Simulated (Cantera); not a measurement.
Feed: 1 mol Fe2O3, 1.9 mol CO, 0.37 mol H2, at 2027 °C and 7.50 Torr.

These are equilibrium values from Cantera (NASA tables, ideal gas, pure condensed phases), not measurements of a reactor. Candidate condensed phases: C, C6H6, C7H8, C8H18, Fe, Fe(CO)5, FeO, Fe(OH)2, Fe(OH)3, Fe2O3, Fe3O4, H2O; 114 gas species. The tables' stoichiometric FeO is somewhat more stable than real wüstite, so its field is too wide. FeO: taken at fixed stoichiometry. Kinetics and transport are ignored.

Base state: CO 0.418, CO2 0.326, H2O 0.107, Fe 0.0737, H2 0.0245, H 0.0152, FeO 0.0120, OH 0.0107 (mole fractions); condensed: FeO(l).

Problem. What changes in the equilibrium state with this change: pressure from 7.50 Torr to 1.00 Torr?

Solution. 
| species | before | after |
|---|---|---|
| Fe | 0.0737 | 0.318 |
| CO2 | 0.326 | 0.187 |
| CO | 0.418 | 0.181 |
| O2 | 0.00824 | 0.108 |
| O | 0.00451 | 0.0447 |
| FeO | 0.0120 | 0.0685 |
| H2 | 0.0245 | 0.00730 |
| H2O | 0.107 | 0.0423 |
| OH | 0.0107 | 0.0211 |
| H | 0.0152 | 0.0226 |
| Fe(OH)2 | 0.000134 | 4.03e-5 |
| FeO(l), mol | 1.78 | 0 |

Problem. What changes in the equilibrium state with this change: CO from 1.9 to 9.4 mol?

Solution. 
```json
[
 {"species": "CO", "before": "0.418", "after": "0.578"},
 {"species": "CO2", "before": "0.326", "after": "0.214"},
 {"species": "Fe", "before": "0.0737", "after": "0.155"},
 {"species": "H2O", "before": "0.107", "after": "0.0171"},
 {"species": "OH", "before": "0.0107", "after": "0.00293"},
 {"species": "H2", "before": "0.0245", "after": "0.00822"},
 {"species": "H", "before": "0.0152", "after": "0.00878"},
 {"species": "FeO", "before": "0.0120", "after": "0.0120"},
 {"species": "Fe(OH)2", "before": "0.000134", "after": "2.14e-5"},
 {"species": "O2", "before": "0.00824", "after": "0.00185"},
 {"species": "O", "before": "0.00451", "after": "0.00214"},
 {"species": "FeO(l), mol", "before": "1.78", "after": "0.0109"}
]
```
